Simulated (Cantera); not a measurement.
**Low-pressure radical oxidation in H2/O2**

An isothermal, constant-pressure homogeneous reactor starts with 4.86 % H2, 21.1 % O2, 74.0 % N2, equivalence ratio 0.12, at 1023 K and 2670 Pa.

Detailed kinetics in Cantera: the H2/O2 subset of GRI-Mech 3.0, which has no nitrogen chemistry. Radical loss at walls, strong at low pressure, is not modelled. The temperature is held fixed by assumption; the heat of reaction is taken as removed at once.

| t (s) | x H2 | x O2 | x H2O2 | x HO2 | x H | x H2O |
|---|---|---|---|---|---|---|
| 0.000900 | 0.0486 | 0.211 | <1e-12 | 3.61e-10 | 1.12e-9 | 1.43e-9 |
| 0.00220 | 0.0486 | 0.211 | 2.10e-12 | 3.14e-9 | 7.65e-8 | 1.21e-7 |
| 0.00538 | 0.0447 | 0.209 | 2.43e-8 | 3.03e-6 | 0.00178 | 0.00283 |
| 0.0131 | 0.00169 | 0.189 | 1.07e-7 | 3.74e-6 | 0.00924 | 0.0424 |
| 0.0321 | 0.000466 | 0.191 | 1.31e-7 | 3.21e-6 | 0.00119 | 0.0484 |
| 0.0785 | 6.91e-5 | 0.192 | 1.14e-7 | 1.73e-6 | 5.83e-5 | 0.0496 |
| 0.192 | 9.29e-6 | 0.192 | 6.42e-8 | 5.41e-7 | 2.89e-6 | 0.0498 |
| 0.469 | 1.49e-6 | 0.192 | 2.80e-8 | 1.38e-7 | 2.19e-7 | 0.0498 |
| 1.15 | 3.09e-7 | 0.192 | 1.13e-8 | 3.76e-8 | 2.53e-8 | 0.0498 |
| 2.80 | 8.15e-8 | 0.192 | 4.56e-9 | 1.17e-8 | 3.98e-9 | 0.0498 |
| 6.85 | 2.54e-8 | 0.192 | 1.86e-9 | 4.05e-9 | 7.61e-10 | 0.0498 |
| 16.7 | 8.81e-9 | 0.192 | 7.60e-10 | 1.52e-9 | 1.64e-10 | 0.0498 |
| 40.9 | 3.26e-9 | 0.192 | 3.13e-10 | 6.30e-10 | 3.81e-11 | 0.0498 |
| 100 | 1.26e-9 | 0.192 | 1.29e-10 | 3.27e-10 | 9.31e-12 | 0.0498 |
x: mole fraction; the columns are a selection and need not sum to one.

Equilibrium at this temperature and pressure: H2 1.20e-10, O2 0.192, H2O2 1.34e-11, HO2 3.56e-10, H <1e-12, H2O 0.0498 (gas phase only).
